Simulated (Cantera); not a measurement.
Mixture: 7.01 % CH₄, 0.441 % C₂H₆, 1.12 % C₃H₈, 19.3 % O₂, 72.2 % N₂, equivalence ratio 1.1, at 23.7 atm, adiabatic and at constant pressure. Ignition delay is the time to a rise of 400 K.

Cantera simulation using GRI-Mech 3.0 (53 species, 325 reactions); the numbers are that mechanism's predictions, not measurements. GRI-Mech 3.0 was tuned for natural gas; its chemistry of propane as a main component is partial and can be far from experiment. The pressure lies above the range GRI-Mech 3.0 was tuned for (to about 10 atm).

Problem. Predict: delay at 1000 K; delay at 1050 K; delay at 1100 K; delay at 1150 K; delay at 1200 K; delay at 1250 K; delay at 1300 K; apparent activation energy between 1200 and 1300 K.

Solution. 
```
Item                                                     Value
--------------------------------------------------  ----------
delay at 1000 K                                        10.4 ms
delay at 1050 K                                        4.68 ms
delay at 1100 K                                        2.29 ms
delay at 1150 K                                        1.18 ms
delay at 1200 K                                       0.629 ms
delay at 1250 K                                       0.339 ms
delay at 1300 K                                       0.185 ms
apparent activation energy between 1200 and 1300 K  160 kJ/mol
```
